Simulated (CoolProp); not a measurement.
Neopentane at 285.39 K and 0.0685 MPa is throttled through a valve to 0.00796 MPa with no heat exchange. Each further row changes one setting.

The numbers come from the reference Helmholtz-energy equation of state, Lemmon 2006 in CoolProp. It is a short technical equation, of lower accuracy than the large ones.

| case | temperature change (K) | final density (kg/m³) |
|---|---|---|
| as stated | -1.7 | ___ |
| outlet pressure 0.00239 MPa | ___ | 0.0732 |
| outlet pressure 0.0103 MPa | -1.7 | ___ |

Q: Complete the blanks.

A: 
- as stated, final density (kg/m³): 0.244
- outlet pressure 0.00239 MPa, temperature change (K): -1.9
- outlet pressure 0.0103 MPa, final density (kg/m³): 0.316
